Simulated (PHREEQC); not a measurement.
A solution holds 0.074 mol HF and 0.011 mol NaF per kg of water, at 25 °C. It is in equilibrium with CO2 at log p = -2 (atm). Otherwise closed; pH follows from the charge balance.

Equilibrium calculation in PHREEQC: ion-association model, wateq4f.dat.

This is a speciation only: nothing precipitates in the calculation.

### Question
Order these F species by the share of F that they hold, largest first: F-, H2F2, HF2-, HF.

### Answer
HF (62 %), H2F2 (17 %), F- (14 %), HF2- (5.8 %)

The pH is 2.48 and the ionic strength 0.0146 mol/kgw. Complexes and solids missing from the database can't appear. wateq4f.dat counts part of the HF as a dimer, H2F2, which phreeqc.dat doesn't know; its constant is uncertain.
